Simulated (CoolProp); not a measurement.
A single-stage vapour-compression cycle with hydrogen chloride: evaporating at 207.15 K (dew point), condensing at 272.15 K (bubble point), superheat 2 K, subcooling 5 K, compressor efficiency 0.6, no pressure losses. Each further row changes one setting.

Model: reference Helmholtz-energy equation of state, Thol 2018, in CoolProp.

| case | cooling COP | pressure ratio | discharge temperature (K) | refrigerating effect (kJ/kg) | volumetric capacity (kJ/m³) |
|---|---|---|---|---|---|
| as stated | 1.35 | 9.44 | 505.3 | 317 | 1880 |
| evaporating temperature 212.15 K | 1.54 | ? | 475.0 | 319 | ? |
| condensing temperature 267.15 K | 1.51 | ? | 481.6 | 327 | 1940 |
| subcooling 10 K | 1.39 | 9.44 | 505.3 | 327 | 1940 |
| superheat 12 K | 1.31 | 9.44 | 532.6 | 326 | 1830 |
| compressor efficiency 0.5 | 1.12 | 9.44 | 561.3 | 317 | 1880 |

### Question
Fill in the missing entries.

### Answer

- evaporating temperature 212.15 K, pressure ratio: 7.55
- evaporating temperature 212.15 K, volumetric capacity (kJ/m³): 2330
- condensing temperature 267.15 K, pressure ratio: 8.26
